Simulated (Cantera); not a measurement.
Cantera with NASA thermochemical tables; ideal gases at 1 bar, condensed phases pure. Values are per mole of reaction as written; species without (g) are pure solids or liquids, kept so even where they would boil at 1 bar.

H2O2(g) + 2 BaF2 ⇌ 4 F(g) + H2(g) + 2 BaO

```json
[
 {"T (K)": "300", "ΔH° (kJ)": "1774.7", "ΔS° (J/K)": "482.9", "ΔG° (kJ)": "1629.9", "log10 K": "-283.78"},
 {"T (K)": "350", "ΔH° (kJ)": "1776.0", "ΔS° (J/K)": "486.8", "ΔG° (kJ)": "1605.6", "log10 K": "-239.62"},
 {"T (K)": "400", "ΔH° (kJ)": "[?]", "ΔS° (J/K)": "[?]", "ΔG° (kJ)": "[?]", "log10 K": "[?]"},
 {"T (K)": "450", "ΔH° (kJ)": "[?]", "ΔS° (J/K)": "[?]", "ΔG° (kJ)": "[?]", "log10 K": "[?]"},
 {"T (K)": "500", "ΔH° (kJ)": "1778.8", "ΔS° (J/K)": "493.5", "ΔG° (kJ)": "1532.0", "log10 K": "-160.05"},
 {"T (K)": "550", "ΔH° (kJ)": "1779.4", "ΔS° (J/K)": "494.7", "ΔG° (kJ)": "1507.3", "log10 K": "-143.15"},
 {"T (K)": "600", "ΔH° (kJ)": "1779.8", "ΔS° (J/K)": "495.4", "ΔG° (kJ)": "1482.6", "log10 K": "-129.07"},
 {"T (K)": "650", "ΔH° (kJ)": "1780.1", "ΔS° (J/K)": "495.9", "ΔG° (kJ)": "1457.8", "log10 K": "-117.15"},
 {"T (K)": "700", "ΔH° (kJ)": "[?]", "ΔS° (J/K)": "[?]", "ΔG° (kJ)": "[?]", "log10 K": "[?]"},
 {"T (K)": "750", "ΔH° (kJ)": "1780.3", "ΔS° (J/K)": "496.1", "ΔG° (kJ)": "1408.2", "log10 K": "-98.07"},
 {"T (K)": "800", "ΔH° (kJ)": "[?]", "ΔS° (J/K)": "[?]", "ΔG° (kJ)": "[?]", "log10 K": "[?]"}
]
```

Task: What belongs in the gaps?

Result: 
- 400, ΔH° (kJ): 1777.1
- 400, ΔS° (J/K): 489.7
- 400, ΔG° (kJ): 1581.2
- 400, log10 K: -206.48
- 450, ΔH° (kJ): 1778.0
- 450, ΔS° (J/K): 491.9
- 450, ΔG° (kJ): 1556.7
- 450, log10 K: -180.69
- 700, ΔH° (kJ): 1780.3
- 700, ΔS° (J/K): 496.2
- 700, ΔG° (kJ): 1433.0
- 700, log10 K: -106.93
- 800, ΔH° (kJ): 1780.1
- 800, ΔS° (J/K): 495.9
- 800, ΔG° (kJ): 1383.4
- 800, log10 K: -90.32
